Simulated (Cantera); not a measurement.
A freely propagating, adiabatic, planar premixed flame of H2 : O2 : N2 = 1 : 0.455 : 1.68 (molar parts), equivalence ratio 1.1, unburnt at 675 K and 1.10 bar; mixture-averaged transport, grid criteria slope 0.08 and curve 0.16, no radiation.

Computed with Cantera and the H2/O2 subset of GRI-Mech 3.0, which has no nitrogen chemistry. Burning velocities carry a grid error of a few per cent, more on coarse grids.

Question: What does this change do: inlet temperature 675 to 375 K?

Answer: 
| quantity | before | after |
|---|---|---|
| laminar burning velocity | 1000 cm/s | 370 cm/s |
| thermal thickness | 0.436 mm | 0.336 mm |
| peak x(H2O2) | 8.26e-6 | 9.06e-5 |
| peak x(HO2) | 0.000260 | 0.000504 |
| peak x(OH) | 0.0200 | 0.0155 |
| peak x(O) | 0.0138 | 0.00990 |

Question: What does this change do: inlet temperature 675 to 525 K?

Answer: 
| quantity | before | after |
|---|---|---|
| laminar burning velocity | 1000 cm/s | 639 cm/s |
| thermal thickness | 0.436 mm | 0.393 mm |
| peak x(H2O2) | 8.26e-6 | 2.95e-5 |
| peak x(HO2) | 0.000260 | 0.000384 |
| peak x(OH) | 0.0200 | 0.0177 |
| peak x(O) | 0.0138 | 0.0118 |
